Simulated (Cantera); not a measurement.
A perfectly stirred reactor is fed with CO : O₂ : H₂O : N₂ = 0.01 : 0.014 : 0.0027 : 1 (molar parts), equivalence ratio 0.36, at 101000 Pa; it is held at 1173 K, and followed from long to short residence time.

Cantera simulation using GRI-Mech 3.0 (53 species, 325 reactions); the numbers are that mechanism's predictions, not measurements.

Problem. What does this change do: 0.062 parts H2 added?

Solution. 
```csv
quantity,before,after
x(CO) at τ = 15.0 s,5.49e-5,0.00601
x(O₂) at τ = 15.0 s,0.00883,6.99e-6
x(H₂O) at τ = 15.0 s,0.00264,0.0253
x(HO₂) at τ = 15.0 s,2.31e-7,4.11e-9
x(H₂O₂) at τ = 15.0 s,3.84e-9,1.30e-10
x(CO) at τ = 0.150 s,0.00122,0.00649
x(O₂) at τ = 0.150 s,0.00939,6.99e-5
x(H₂O) at τ = 0.150 s,0.00262,0.0256
x(HO₂) at τ = 0.150 s,1.54e-6,4.14e-8
x(H₂O₂) at τ = 0.150 s,4.40e-8,5.19e-10
```

Problem. What does this change do: N2 1 to 2.3 parts?

Solution. 
| quantity | before | after |
|---|---|---|
| x(CO) at τ = 15.0 s | 5.49e-5 | 4.16e-5 |
| x(O₂) at τ = 15.0 s | 0.00883 | 0.00390 |
| x(H₂O) at τ = 15.0 s | 0.00264 | 0.00116 |
| x(HO₂) at τ = 15.0 s | 2.31e-7 | 1.52e-7 |
| x(H₂O₂) at τ = 15.0 s | 3.84e-9 | 1.39e-9 |
| x(CO) at τ = 0.150 s | 0.00122 | 0.000868 |
| x(O₂) at τ = 0.150 s | 0.00939 | 0.00430 |
| x(H₂O) at τ = 0.150 s | 0.00262 | 0.00115 |
| x(HO₂) at τ = 0.150 s | 1.54e-6 | 8.08e-7 |
| x(H₂O₂) at τ = 0.150 s | 4.40e-8 | 1.57e-8 |
